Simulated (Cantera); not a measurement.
# Adiabatic ignition

An adiabatic, constant-volume homogeneous reactor starts with 23.4 % H2, 16.0 % O2, 60.3 % N2, 0.374 % NO, at 1298 K and 1650 Torr.

Model: GRI-Mech 3.0 (53 species, 325 reactions), integrated in Cantera. The hydrogen kinetics of GRI-Mech 3.0 are dated; newer H2 mechanisms differ, most at raised pressure. The mechanism lacks 2 NO + O2 → 2 NO2 and HONO, so NO2 and the effect of NO are under-described below about 1400 K.

```
t (s)     T (K)  P (bar)    x H2    x O2     x NO   x N2     x H2O
--------  -----  -------  ------  ------  -------  -----  --------
3.00e-6    1298     2.20   0.234   0.160  0.00374  0.603   8.21e-7
7.56e-6    1298     2.20   0.233   0.160  0.00373  0.603  0.000175
1.91e-5    2639     4.12  0.0259  0.0483  0.00416  0.654     0.202
4.81e-5    2902     4.45  0.0160  0.0452  0.00547  0.665     0.223
0.000121   2898     4.45  0.0160  0.0440  0.00832  0.664     0.224
0.000306   2892     4.44  0.0161  0.0421   0.0128  0.662     0.224
0.000771   2888     4.43  0.0161  0.0407   0.0162  0.660     0.225
0.00194    2887     4.43  0.0161  0.0405   0.0167  0.660     0.225
0.00490    2887     4.43  0.0161  0.0405   0.0167  0.660     0.225
0.0124     2887     4.43  0.0161  0.0405   0.0167  0.660     0.225
0.0312     2887     4.43  0.0161  0.0405   0.0167  0.660     0.225
0.0786     2887     4.43  0.0161  0.0405   0.0167  0.660     0.225
0.198      2887     4.43  0.0161  0.0405   0.0167  0.660     0.225
0.500      2887     4.43  0.0161  0.0405   0.0167  0.660     0.225
```
x: mole fraction; the columns are a selection and need not sum to one.

The time of steepest temperature rise comes out as 13.0 µs. The temperature at 0.500 s is 2887 K and the equilibrium temperature is 2887 K. The x(H2) at 0.500 s is 0.0161 (gas-phase equilibrium 0.0161), the x(O2) at 0.500 s comes out as 0.0405 (gas-phase equilibrium 0.0405) and the x(NO) at 0.500 s comes out as 0.0167 (gas-phase equilibrium 0.0167).
